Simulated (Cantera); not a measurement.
Input: 1 mol Si, 0.57 mol NF₃.

Points: T (K) = 623, 723, 823, 923, 1023, 1123, 1223, 1323, 1423; P (Pa) = 1, 6.8, 46, 320, 2200, 15000, 100000.

Cantera's Mixture.equilibrate('TP', solver="vcs", rtol=1e-11, max_steps=5000) on the NASA tables stopped like this:

```
ERROR: FAILURE its = 5001!

*******************************************************************************
CanteraError thrown by MultiPhase::equilibrate:
VCS solver failed. Return code: -1
*******************************************************************************
```

### Question
What got this run through?

### Answer
One answer among several that fit: The failure is numerical, not chemical. The same input converged with solver="gibbs", rtol=1e-10, max_steps=50000, and the result passed a check of the equilibrium conditions:
```
    623          1  Si(cr) + Si3N4(a)
    723          1  Si(cr) + Si3N4(a)
    823          1  Si(cr) + Si3N4(a)
    923          1  Si(cr) + Si3N4(a)
   1023          1  Si(cr) + Si3N4(a)
   1123          1  Si(cr) + Si3N4(a)
   1223          1  Si(cr) + Si3N4(a)
   1323          1  Si(cr) + Si3N4(a)
   1423          1  Si(cr)
    623        6.8  Si(cr) + Si3N4(a)
    723        6.8  Si(cr) + Si3N4(a)
    823        6.8  Si(cr) + Si3N4(a)
    923        6.8  Si(cr) + Si3N4(a)
   1023        6.8  Si(cr) + Si3N4(a)
   1123        6.8  Si(cr) + Si3N4(a)
   1223        6.8  Si(cr) + Si3N4(a)
   1323        6.8  Si(cr) + Si3N4(a)
   1423        6.8  Si(cr) + Si3N4(a)
    623         46  Si(cr) + Si3N4(a)
    723         46  Si(cr) + Si3N4(a)
    823         46  Si(cr) + Si3N4(a)
    923         46  Si(cr) + Si3N4(a)
   1023         46  Si(cr) + Si3N4(a)
   1123         46  Si(cr) + Si3N4(a)
   1223         46  Si(cr) + Si3N4(a)
   1323         46  Si(cr) + Si3N4(a)
   1423         46  Si(cr) + Si3N4(a)
    623        320  Si(cr) + Si3N4(a)
    723        320  Si(cr) + Si3N4(a)
    823        320  Si(cr) + Si3N4(a)
    923        320  Si(cr) + Si3N4(a)
   1023        320  Si(cr) + Si3N4(a)
   1123        320  Si(cr) + Si3N4(a)
   1223        320  Si(cr) + Si3N4(a)
   1323        320  Si(cr) + Si3N4(a)
   1423        320  Si(cr) + Si3N4(a)
    623       2200  Si(cr) + Si3N4(a)
    723       2200  Si(cr) + Si3N4(a)
    823       2200  Si(cr) + Si3N4(a)
    923       2200  Si(cr) + Si3N4(a)
   1023       2200  Si(cr) + Si3N4(a)
   1123       2200  Si(cr) + Si3N4(a)
   1223       2200  Si(cr) + Si3N4(a)
   1323       2200  Si(cr) + Si3N4(a)
   1423       2200  Si(cr) + Si3N4(a)
    623    1.5e+04  Si(cr) + Si3N4(a)
    723    1.5e+04  Si(cr) + Si3N4(a)
    823    1.5e+04  Si(cr) + Si3N4(a)
    923    1.5e+04  Si(cr) + Si3N4(a)
   1023    1.5e+04  Si(cr) + Si3N4(a)
   1123    1.5e+04  Si(cr) + Si3N4(a)
   1223    1.5e+04  Si(cr) + Si3N4(a)
   1323    1.5e+04  Si(cr) + Si3N4(a)
   1423    1.5e+04  Si(cr) + Si3N4(a)
    623      1e+05  Si(cr) + Si3N4(a)
    723      1e+05  Si(cr) + Si3N4(a)
    823      1e+05  Si(cr) + Si3N4(a)
    923      1e+05  Si(cr) + Si3N4(a)
   1023      1e+05  Si(cr) + Si3N4(a)
   1123      1e+05  Si(cr) + Si3N4(a)
   1223      1e+05  Si(cr) + Si3N4(a)
   1323      1e+05  Si(cr) + Si3N4(a)
   1423      1e+05  Si(cr) + Si3N4(a)
```

The gas is ideal and each condensed phase is pure. Mutual solubility and eutectic melting of coexisting phases are not modelled. The tables' values for SiF2, SiF3 are old estimates.
